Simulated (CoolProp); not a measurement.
Vapour-liquid equilibrium of benzene (1) + o-xylene (2) at 0.234 bar; x and y are mole fractions of (1).

Values from CoolProp's multi-fluid Helmholtz-energy mixture model, Thol 2012 and Zhou 2012; pair parameters Bell 2016.

Question: Give the bubble temperature and the first vapour's composition at x = 0.05, 0.2, 0.65. Is there an azeotrope?

Answer: x = 0.05: 363.2 K, y = 0.244; x = 0.2: 345.5 K, y = 0.686; x = 0.65: 319.8 K, y = 0.956. No azeotrope shows between x = 0.05 and 0.95.

Pair parameters are fitted to limited data, so mixtures are less certain than the pure fluids. The gap from Raoult's law changes sign with composition, which may be real or a fault of the pair parameters; it wasn't checked against measurements.
